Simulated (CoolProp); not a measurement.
Vapour pressure (kPa) of ethylene: the reference equation beside estimates from Tc = 282.4 K, pc = 5042 kPa, ω = 0.087. Clausius-Clapeyron is anchored at 227.3 K with a constant enthalpy of vaporisation of 10.47 kJ/mol.

Model: reference Helmholtz-energy equation of state, Smukala 2000, in CoolProp.

```json
[
 {"T (K)": "207.1", "reference": "603.0", "Lee-Kesler": "603.6", "Clausius-Clapeyron": "706.6", "van der Waals": "1277", "Redlich-Kwong": "___", "Soave-Redlich-Kwong": "604.7", "Peng-Robinson": "602.6"},
 {"T (K)": "210.4", "reference": "___", "Lee-Kesler": "683.1", "Clausius-Clapeyron": "777.3", "van der Waals": "1380", "Redlich-Kwong": "731.5", "Soave-Redlich-Kwong": "685.0", "Peng-Robinson": "681.8"},
 {"T (K)": "213.8", "reference": "771.8", "Lee-Kesler": "___", "Clausius-Clapeyron": "855.0", "van der Waals": "1491", "Redlich-Kwong": "827.5", "Soave-Redlich-Kwong": "775.7", "Peng-Robinson": "771.2"},
 {"T (K)": "217.2", "reference": "869.6", "Lee-Kesler": "870.7", "Clausius-Clapeyron": "937.6", "van der Waals": "1608", "Redlich-Kwong": "932.0", "Soave-Redlich-Kwong": "874.8", "Peng-Robinson": "869.0"},
 {"T (K)": "220.5", "reference": "972.8", "Lee-Kesler": "973.9", "Clausius-Clapeyron": "1023", "van der Waals": "1727", "Redlich-Kwong": "1042", "Soave-Redlich-Kwong": "979.6", "Peng-Robinson": "972.4"},
 {"T (K)": "223.9", "reference": "1088", "Lee-Kesler": "1089", "Clausius-Clapeyron": "1115", "van der Waals": "1855", "Redlich-Kwong": "1164", "Soave-Redlich-Kwong": "1097", "Peng-Robinson": "1088"},
 {"T (K)": "227.3", "reference": "1213", "Lee-Kesler": "1214", "Clausius-Clapeyron": "1213", "van der Waals": "1990", "Redlich-Kwong": "1296", "Soave-Redlich-Kwong": "1224", "Peng-Robinson": "1213"},
 {"T (K)": "230.6", "reference": "1344", "Lee-Kesler": "1345", "Clausius-Clapeyron": "1313", "van der Waals": "___", "Redlich-Kwong": "1434", "Soave-Redlich-Kwong": "1357", "Peng-Robinson": "1345"},
 {"T (K)": "234", "reference": "1489", "Lee-Kesler": "1490", "Clausius-Clapeyron": "1422", "van der Waals": "2271", "Redlich-Kwong": "1586", "Soave-Redlich-Kwong": "1505", "Peng-Robinson": "1491"},
 {"T (K)": "237.4", "reference": "1646", "Lee-Kesler": "1645", "Clausius-Clapeyron": "1536", "van der Waals": "2423", "Redlich-Kwong": "1748", "Soave-Redlich-Kwong": "___", "Peng-Robinson": "1648"},
 {"T (K)": "240.7", "reference": "1808", "Lee-Kesler": "1808", "Clausius-Clapeyron": "1652", "van der Waals": "2577", "Redlich-Kwong": "1916", "Soave-Redlich-Kwong": "1829", "Peng-Robinson": "1812"},
 {"T (K)": "244.1", "reference": "1988", "Lee-Kesler": "___", "Clausius-Clapeyron": "1776", "van der Waals": "___", "Redlich-Kwong": "2101", "Soave-Redlich-Kwong": "2012", "Peng-Robinson": "1993"}
]
```

### Question
Some entries are withheld; supply them.

### Answer

- 207.1, Redlich-Kwong: 646.1
- 210.4, reference: 682.3
- 213.8, Lee-Kesler: 772.8
- 230.6, van der Waals: 2125
- 237.4, Soave-Redlich-Kwong: 1664
- 244.1, Lee-Kesler: 1986
- 244.1, van der Waals: 2741

Absolute difference from the reference over all 12 rows, mean and median: Lee-Kesler 0.1 and 0.1 %, Clausius-Clapeyron 7.5 and 7.3 %, van der Waals 70.2 and 67.3 %, Redlich-Kwong 6.7 and 6.9 %, Soave-Redlich-Kwong 0.8 and 0.9 %, Peng-Robinson 0.1 and 0.1 %.
